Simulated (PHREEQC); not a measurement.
Make-up at 25 °C: 28 mmol/kgw K2SO4. Closed to the air; pH follows from the charge balance.

All values are PHREEQC results (ion-association model, phreeqc.dat), not measurements.

| quantity | before | after |
|---|---|---|
| pH | 7.13 | 10.97 |
| ionic strength (mol/kgw) | 0.0769 | 0.0780 |
| K+ (mol/kgw) | 0.0524 | 0.0525 |

What was changed between the two runs?
A. 0.018 mol/kgw Na2SO4 added
B. diluted 10-fold with water
C. K2SO4 from 0.028 to 0.0308 mol/kgw
D. diluted 5-fold with water
E. 0.0012 mol/kgw LiOH added

E, 0.0012 mol/kgw LiOH added

Precipitation was switched off in this run.
